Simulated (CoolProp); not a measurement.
A closed Brayton cycle with carbon dioxide: compressor inlet 318.15 K and 9.7 MPa, high pressure 33.2 MPa, turbine inlet 710 K, compressor efficiency 0.8, turbine efficiency 0.93, recuperator effectiveness 0 (on enthalpy, no pinch check). Each further row changes one setting.

Model: reference Helmholtz-energy equation of state, Span 1996, in CoolProp.

```csv
case,thermal efficiency (%),net work (kJ/kg),compressor to turbine work,compressor exit (K),turbine exit (K)
as stated,[?],86.0,0.37,385.6,571.0
turbine inlet 660 K,[?],[?],0.41,385.6,[?]
compressor inlet 328.15 K,[?],[?],[?],423.8,571.0
high pressure 28.2 MPa,16.3,79.2,0.34,375.8,588.9
recuperator effectiveness 0.5,23.8,86.0,0.37,385.6,571.0
```

Fill in the missing entries.


- as stated, thermal efficiency (%): 18.2
- turbine inlet 660 K, thermal efficiency (%): 18.0
- turbine inlet 660 K, net work (kJ/kg): 73.4
- turbine inlet 660 K, turbine exit (K): 526.3
- compressor inlet 328.15 K, thermal efficiency (%): 17.4
- compressor inlet 328.15 K, net work (kJ/kg): 69.9
- compressor inlet 328.15 K, compressor to turbine work: 0.49
